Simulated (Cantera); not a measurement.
A closed system holds: 1 mol PbS, 8.6 mol H2, at 1525 K and 0.100 bar.

Cantera equilibrium calculation (NASA polynomials, part measured and part estimated; ideal gas, pure solids and liquids). Candidate condensed phases: Pb, PbS, S; 10 gas species. The numbers say what is thermodynamically allowed, not how fast it happens.

Base state: H2 0.864, PbS 0.0711, Pb 0.0329, H2S 0.0300, S2 0.00116, SH 0.000565, H 6.95e-5 (mole fractions); condensed: gas only.

Question: What changes in the equilibrium state with this change: PbS replaced by NiS?

Answer: 
```csv
species,before,after
H2,0.864,0.963
H2S,0.0300,0.0354
S2,0.00116,0.00130
PbS,0.0711,0
Pb,0.0329,0
SH,0.000565,0.000633
H,6.95e-5,7.34e-5
"Ni3S2(l), mol",0,0.333
```
Further candidate phases: Ni, NiS, NiS2, Ni3S2, Ni3S4.
